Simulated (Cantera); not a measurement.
Input: 1 mol SiCl4, a varied amount of H2, held at 1298.15 K and 180000 Pa.

Method: chemical equilibrium by Gibbs-energy minimisation in Cantera with the NASA 1993 tables (ideal gas, pure condensed phases). Candidate condensed phases: Si; 19 gas species. The tables' values for SiCl3 are old estimates; treat these amounts as uncertain. The numbers say what is thermodynamically allowed, not how fast it happens.

log p: log10 of the partial pressure in bar; n: condensed amount in mol.

```json
[
 {"n(H2) (mol)": "120", "log p H2": "0.24", "log p HCl": "-1.42", "log p SiHCl3": "-2.56", "log p SiCl2": "-2.67", "log p SiCl4": "-2.88", "log p SiH2Cl2": "-3.09", "n Si(s)": "0.473"},
 {"n(H2) (mol)": "150", "log p H2": "0.25", "log p HCl": "-1.48", "log p SiHCl3": "-2.73", "log p SiCl2": "-2.79", "log p SiCl4": "-3.12", "log p SiH2Cl2": "-3.20", "n Si(s)": "0.545"},
 {"n(H2) (mol)": "180", "log p H2": "0.25", "log p HCl": "?", "log p SiHCl3": "?", "log p SiCl2": "?", "log p SiCl4": "?", "log p SiH2Cl2": "?", "n Si(s)": "?"},
 {"n(H2) (mol)": "220", "log p H2": "0.25", "log p HCl": "-1.59", "log p SiHCl3": "-3.07", "log p SiCl2": "-3.01", "log p SiCl4": "-3.57", "log p SiH2Cl2": "-3.42", "n Si(s)": "0.664"},
 {"n(H2) (mol)": "280", "log p H2": "0.25", "log p HCl": "-1.67", "log p SiHCl3": "-3.31", "log p SiCl2": "-3.17", "log p SiCl4": "-3.88", "log p SiH2Cl2": "-3.58", "n Si(s)": "0.730"},
 {"n(H2) (mol)": "350", "log p H2": "0.25", "log p HCl": "-1.75", "log p SiHCl3": "-3.54", "log p SiCl2": "-3.33", "log p SiCl4": "-4.20", "log p SiH2Cl2": "-3.74", "n Si(s)": "0.782"},
 {"n(H2) (mol)": "430", "log p H2": "0.25", "log p HCl": "?", "log p SiHCl3": "?", "log p SiCl2": "?", "log p SiCl4": "?", "log p SiH2Cl2": "?", "n Si(s)": "0.823"},
 {"n(H2) (mol)": "540", "log p H2": "0.25", "log p HCl": "-1.91", "log p SiHCl3": "-4.03", "log p SiCl2": "-3.65", "log p SiCl4": "-4.85", "log p SiH2Cl2": "-4.06", "n Si(s)": "0.860"},
 {"n(H2) (mol)": "670", "log p H2": "0.25", "log p HCl": "-2.00", "log p SiHCl3": "-4.28", "log p SiCl2": "-3.82", "log p SiCl4": "-5.19", "log p SiH2Cl2": "-4.23", "n Si(s)": "0.887"}
]
```

Question: Some entries are withheld; supply them.

Answer: 
- 430, log p HCl: -1.83
- 430, log p SiHCl3: -3.77
- 430, log p SiCl2: -3.48
- 430, log p SiCl4: -4.50
- 430, log p SiH2Cl2: -3.89
- 180, log p HCl: -1.53
- 180, log p SiHCl3: -2.89
- 180, log p SiCl2: -2.89
- 180, log p SiCl4: -3.32
- 180, log p SiH2Cl2: -3.30
- 180, n Si(s): 0.603
